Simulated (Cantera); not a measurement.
**Stirred combustor or abatement burner**

A perfectly stirred reactor is fed with 9.76 % CO, 0.937 % H₂, 12.7 % CH₄, 16.1 % O₂, 60.5 % N₂, at 110000 Pa; it is adiabatic with a 400 K inlet, and is followed from long to short residence time, starting on the burning branch (τ in s: 0.084, 0.038, 0.017, 0.0075, 0.0034, 0.0015, 0.00068, 0.0003, 0.00014, 6.1e-05).

Cantera simulation using GRI-Mech 3.0 (53 species, 325 reactions); the numbers are that mechanism's predictions, not measurements.

```csv
τ (s),T (K),x CO,x H₂,x CH₄,x CH₂CO,x NO,x CH₂
0.084,1834,0.141,0.0886,0.00547,2.20e-5,4.49e-6,8.65e-7
0.038,1834,0.139,0.0845,0.00644,3.72e-5,4.07e-6,1.55e-6
0.017,1829,0.138,0.0808,0.00744,6.09e-5,3.60e-6,2.72e-6
0.0075,1814,0.138,0.0771,0.00865,9.71e-5,2.91e-6,4.52e-6
0.0034,1780,0.140,0.0727,0.0106,0.000155,1.86e-6,6.49e-6
0.0015,400,0.0976,0.00937,0.127,<1e-12,<1e-12,<1e-12
0.00068,400,0.0976,0.00937,0.127,<1e-12,<1e-12,<1e-12
0.00030,400,0.0976,0.00937,0.127,<1e-12,<1e-12,<1e-12
0.00014,400,0.0976,0.00937,0.127,<1e-12,<1e-12,<1e-12
6.1e-5,400,0.0976,0.00937,0.127,<1e-12,<1e-12,<1e-12
```
x: mole fraction; the columns are a selection and need not sum to one.
